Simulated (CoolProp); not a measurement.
A simple Rankine cycle with n-heptane: condensing at 324.15 K, boiler at 0.824 MPa, turbine inlet 478.2 K, turbine efficiency 0.7, pump efficiency 0.8, no recuperator. Each further row changes one setting.

The numbers come from the reference Helmholtz-energy equation of state, Span 2003 in CoolProp. It is a short technical equation, of lower accuracy than the large ones.

| case | thermal efficiency (%) | net work (kJ/kg) | heat in (kJ/kg) | turbine exit temperature (K) | volume ratio over the turbine |
|---|---|---|---|---|---|
| as stated | 13.8 | 88.9 | 644 | 427.4 | … |
| turbine inlet 498.2 K | 13.5 | 94.1 | 698 | 448.6 | 44.8 |
| condensing temperature 316.15 K | 14.6 | 96.8 | … | … | 64.3 |
| boiler pressure 0.577 MPa | 12.7 | 83.1 | 655 | 434.7 | … |
| turbine efficiency 0.6 | … | 76.0 | 644 | 433.1 | … |

**Question.** Fill in the missing entries.

**Answer.** 
- as stated, volume ratio over the turbine: 46.3
- condensing temperature 316.15 K, heat in (kJ/kg): 663
- condensing temperature 316.15 K, turbine exit temperature (K): 423.7
- boiler pressure 0.577 MPa, volume ratio over the turbine: 30.4
- turbine efficiency 0.6, thermal efficiency (%): 11.8
- turbine efficiency 0.6, volume ratio over the turbine: 46.9
